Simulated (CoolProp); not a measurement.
Properties of fluoroethane (R161) along the isotherm 293.9 K.

Values from CoolProp's reference Helmholtz-energy equation of state, Wu 2012.

| p (kPa) | phase | cv (kJ/(kg K)) | fugacity coefficient |
|---|---|---|---|
| 333 | gas | 1.079 | 0.9473 |
| 667 | gas | 1.112 | 0.8942 |
| 1000 | liquid | 1.447 | 0.7179 |
| 1330 | liquid | 1.447 | 0.5447 |
| 1670 | liquid | 1.447 | 0.4378 |
| 2000 | liquid | 1.447 | 0.3689 |
| 2330 | liquid | 1.447 | 0.3195 |
| 2670 | liquid | 1.447 | 0.2814 |
| 3000 | liquid | 1.447 | 0.2527 |
| 3330 | liquid | 1.447 | 0.2297 |
| 3670 | liquid | 1.447 | 0.2103 |
| 4000 | liquid | 1.447 | 0.1947 |
| 4330 | liquid | 1.447 | 0.1815 |
| 4670 | liquid | 1.447 | 0.1698 |
| 5000 | liquid | 1.447 | 0.1600 |
